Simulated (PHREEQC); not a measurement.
Synthetic water in mg/L, 25 °C, pH 6.99, pe 9.7: Na 3.28; K 0.0213; Ca 2.33; Mg 0.296; Cl 5.79; S(6) as SO4 2.23; Alkalinity as HCO3 4.88; Sr 0.0673; Zn 0.246; Cu(2) 0.00317; Cd 0.841; Pb 0.00853.

Valence states are taken as typed.

Computed with PHREEQC (ion-association model, phreeqc.dat).

| quantity | before | after |
|---|---|---|
| ZnOH+ (mol/kgw) | 3.65e-8 | 6.98e-8 |
| Cu(OH)2 (mol/kgw) | 2.90e-8 | 5.38e-8 |
| SI of Otavite (CdCO3) | -0.52 | +0.05 |
| SI of Pb(OH)2 (Pb(OH)2) | -1.85 | -1.69 |

Which change was made?
A. all concentrations times 2 at the same typed pH
B. Cl from 5.79 to 17.4 mg/L
C. pH from 6.99 to 5.99 at the same alkalinity

A, all concentrations times 2 at the same typed pH

Precipitation was switched off in this run. The database's constant for dissolved Cu(OH)2 is higher than later reviews accept.
